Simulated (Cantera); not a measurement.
**Stirred combustor or abatement burner**

A perfectly stirred reactor is fed with C₂H₆ : O₂ : N₂ : H₂O = 1 : 7.61 : 67 : 1.5 (molar parts), equivalence ratio 0.46, at 760 Torr; it is adiabatic with a 575 K inlet, and is followed from long to short residence time, starting on the burning branch (τ in s: 0.48, 0.22, 0.098, 0.044, 0.02, 0.0089, 0.004, 0.0018, 0.00082, 0.00037, 0.00017, 7.5e-05, 3.4e-05).

Computed with Cantera and GRI-Mech 3.0 (53 species, 325 reactions).

```json
[
 {"τ (s)": "0.48", "T (K)": "1103", "x C₂H₆": "4.97e-5", "x O₂": "0.0549", "x H₂O": "0.0573", "x NO₂": "2.02e-9", "x CH₂": "5.21e-10", "x O": "1.97e-6"},
 {"τ (s)": "0.22", "T (K)": "575", "x C₂H₆": "0.0130", "x O₂": "0.0987", "x H₂O": "0.0195", "x NO₂": "<1e-12", "x CH₂": "<1e-12", "x O": "<1e-12"},
 {"τ (s)": "0.098", "T (K)": "575", "x C₂H₆": "0.0130", "x O₂": "0.0987", "x H₂O": "0.0195", "x NO₂": "<1e-12", "x CH₂": "<1e-12", "x O": "<1e-12"},
 {"τ (s)": "0.044", "T (K)": "575", "x C₂H₆": "0.0130", "x O₂": "0.0987", "x H₂O": "0.0195", "x NO₂": "<1e-12", "x CH₂": "<1e-12", "x O": "<1e-12"},
 {"τ (s)": "0.020", "T (K)": "575", "x C₂H₆": "0.0130", "x O₂": "0.0987", "x H₂O": "0.0195", "x NO₂": "<1e-12", "x CH₂": "<1e-12", "x O": "<1e-12"},
 {"τ (s)": "0.0089", "T (K)": "575", "x C₂H₆": "0.0130", "x O₂": "0.0987", "x H₂O": "0.0195", "x NO₂": "<1e-12", "x CH₂": "<1e-12", "x O": "<1e-12"},
 {"τ (s)": "0.0040", "T (K)": "575", "x C₂H₆": "0.0130", "x O₂": "0.0987", "x H₂O": "0.0195", "x NO₂": "<1e-12", "x CH₂": "<1e-12", "x O": "<1e-12"},
 {"τ (s)": "0.0018", "T (K)": "575", "x C₂H₆": "0.0130", "x O₂": "0.0987", "x H₂O": "0.0195", "x NO₂": "<1e-12", "x CH₂": "<1e-12", "x O": "<1e-12"},
 {"τ (s)": "0.00082", "T (K)": "575", "x C₂H₆": "0.0130", "x O₂": "0.0987", "x H₂O": "0.0195", "x NO₂": "<1e-12", "x CH₂": "<1e-12", "x O": "<1e-12"},
 {"τ (s)": "0.00037", "T (K)": "575", "x C₂H₆": "0.0130", "x O₂": "0.0987", "x H₂O": "0.0195", "x NO₂": "<1e-12", "x CH₂": "<1e-12", "x O": "<1e-12"},
 {"τ (s)": "0.00017", "T (K)": "575", "x C₂H₆": "0.0130", "x O₂": "0.0987", "x H₂O": "0.0195", "x NO₂": "<1e-12", "x CH₂": "<1e-12", "x O": "<1e-12"},
 {"τ (s)": "7.5e-5", "T (K)": "575", "x C₂H₆": "0.0130", "x O₂": "0.0987", "x H₂O": "0.0195", "x NO₂": "<1e-12", "x CH₂": "<1e-12", "x O": "<1e-12"},
 {"τ (s)": "3.4e-5", "T (K)": "575", "x C₂H₆": "0.0130", "x O₂": "0.0987", "x H₂O": "0.0195", "x NO₂": "<1e-12", "x CH₂": "<1e-12", "x O": "<1e-12"}
]
```
x: mole fraction; the columns are a selection and need not sum to one.
